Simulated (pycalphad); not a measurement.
Computed with pycalphad from the COST 507 light-alloy database (1999), at 1 atm. These are 1990s assessments: newer ones move some temperatures and phases. Phase fractions are per mole of atoms.

Task: Give the equilibrium state of Fe-67.04Al-1.744Si (wt.%) at 1200 K.

Result: 
```
T = 1200.00 K, P = 101325 Pa, N = 1 mol of atoms
G = -73464 J/mol, H = 10772 J/mol, S = 70.20 J/(mol K)  (SER reference)
chemical potentials (J/mol): Fe -135917, Al -59439, Si -72377
phase             fraction      x(Fe)      x(Al)      x(Si)
AL13FE4             0.6394     0.2405     0.7513     0.0081
LIQUID              0.3606     0.0727     0.8863     0.0411
```

Task: Give the equilibrium state of Fe-67.04Al-1.744Si (wt.%) at 525 K.

Result: AL13FE4, fraction 0.542, with 61.1 Al, <0.01 Si wt.%; ALFESI_ALPHA, fraction 0.277, with 61.2 Al, 6.2 Si wt.%; FCC_A1, fraction 0.182, with >99.99 Al, <0.01 Si wt.%.

Database names, with the compositions (at.%) that they take in these runs: AL13FE4: Al 75 Fe 24 Si 0; ALFESI_ALPHA: Al 74 Fe 19 Si 7. FCC_A1 is fcc.
